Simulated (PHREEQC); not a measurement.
Make-up at 25 °C: 3.1 mol KCl, 2.8 mol CaCl2 and 0.077 mol MgCl2 per kg of water. Closed to the air; pH follows from the charge balance.

The numbers come from PHREEQC with the Pitzer model, pitzer.dat.

| Property | Result |
|---|---|
| ionic strength | 11.7 mol/kgw |
| activity of water | 0.663 |
| density | 1.294 g/cm³ |
| osmotic coefficient | 1.538 |

```csv
species,molality,activity,log γ
Cl-,8.85,6.89,-0.109
K+,3.10,2.19,-0.151
Ca+2,2.80,22.2,0.899
Mg+2,0.0770,1.49,1.286
H+,6.06e-7,8.76e-6,1.160
MgOH+,5.49e-7,1.75e-7,-0.498
OH-,5.72e-8,7.66e-10,-1.873
```

No solid was allowed to form. Examples of supersaturated solids here: Sylvite. Others may be too. Species that the database lacks are ignored.
